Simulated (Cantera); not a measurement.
## Carbothermic reduction: PbO + C + CO

A closed system holds: 1 mol PbO, 0.33 mol C, 0.019 mol CO, equilibrated at 6080 Torr.

Method: chemical equilibrium by Gibbs-energy minimisation in Cantera with the NASA 1993 tables (ideal gas, pure condensed phases). Candidate condensed phases: C, Pb, PbO, PbO2, Pb3O4; 15 gas species. Each liquid is taken as pure. Mutual solubility and eutectic melting of coexisting phases are not modelled. Gases not in the tables: (PbO)n polymers. Rates play no part.

```json
[
 {"T (K)": "1225", "x CO2": "0.999", "x Pb": "0.000115", "x PbO": "1.39e-5", "x CO": "0.000504", "x Pb2": "5.52e-9", "x O2": "4.68e-10", "x O": "<1e-12", "n Pb(l)": "0.679", "n PbO(l)": "0.321"},
 {"T (K)": "1275", "x CO2": "0.999", "x Pb": "0.000233", "x PbO": "3.58e-5", "x CO": "0.000721", "x Pb2": "1.78e-8", "x O2": "2.00e-9", "x O": "1.75e-12", "n Pb(l)": "0.679", "n PbO(l)": "0.321"},
 {"T (K)": "1325", "x CO2": "0.998", "x Pb": "0.000445", "x PbO": "8.52e-5", "x CO": "0.00100", "x Pb2": "5.23e-8", "x O2": "7.62e-9", "x O": "8.45e-12", "n Pb(l)": "0.678", "n PbO(l)": "0.321"},
 {"T (K)": "1375", "x CO2": "0.998", "x Pb": "0.000810", "x PbO": "0.000190", "x CO": "0.00137", "x Pb2": "1.42e-7", "x O2": "2.62e-8", "x O": "3.62e-11", "n Pb(l)": "0.678", "n PbO(l)": "0.321"},
 {"T (K)": "1425", "x CO2": "0.996", "x Pb": "0.00141", "x PbO": "0.000397", "x CO": "0.00183", "x Pb2": "3.58e-7", "x O2": "8.20e-8", "x O": "1.40e-10", "n Pb(l)": "0.678", "n PbO(l)": "0.322"},
 {"T (K)": "1475", "x CO2": "0.994", "x Pb": "0.00237", "x PbO": "0.000788", "x CO": "0.00240", "x Pb2": "8.45e-7", "x O2": "2.36e-7", "x O": "4.90e-10", "n Pb(l)": "0.677", "n PbO(l)": "0.322"},
 {"T (K)": "1525", "x CO2": "0.992", "x Pb": "0.00384", "x PbO": "0.00149", "x CO": "0.00310", "x Pb2": "1.88e-6", "x O2": "6.33e-7", "x O": "1.58e-9", "n Pb(l)": "0.677", "n PbO(l)": "0.322"},
 {"T (K)": "1575", "x CO2": "0.987", "x Pb": "0.00603", "x PbO": "0.00269", "x CO": "0.00393", "x Pb2": "3.98e-6", "x O2": "1.58e-6", "x O": "4.74e-9", "n Pb(l)": "0.675", "n PbO(l)": "0.321"},
 {"T (K)": "1625", "x CO2": "0.981", "x Pb": "0.00921", "x PbO": "0.00468", "x CO": "0.00492", "x Pb2": "8.01e-6", "x O2": "3.73e-6", "x O": "1.32e-8", "n Pb(l)": "0.674", "n PbO(l)": "0.321"},
 {"T (K)": "1675", "x CO2": "0.972", "x Pb": "0.0137", "x PbO": "0.00786", "x CO": "0.00605", "x Pb2": "1.54e-5", "x O2": "8.32e-6", "x O": "3.46e-8", "n Pb(l)": "0.672", "n PbO(l)": "0.320"},
 {"T (K)": "1725", "x CO2": "0.960", "x Pb": "0.0199", "x PbO": "0.0128", "x CO": "0.00734", "x Pb2": "2.86e-5", "x O2": "1.77e-5", "x O": "8.57e-8", "n Pb(l)": "0.669", "n PbO(l)": "0.319"},
 {"T (K)": "1775", "x CO2": "0.943", "x Pb": "0.0283", "x PbO": "0.0201", "x CO": "0.00877", "x Pb2": "5.11e-5", "x O2": "3.57e-5", "x O": "2.01e-7", "n Pb(l)": "0.665", "n PbO(l)": "0.317"}
]
```
x: gas mole fraction; n: condensed amount in mol.

From 1225 K to 1775 K the condensed part is Pb(l) + PbO(l).
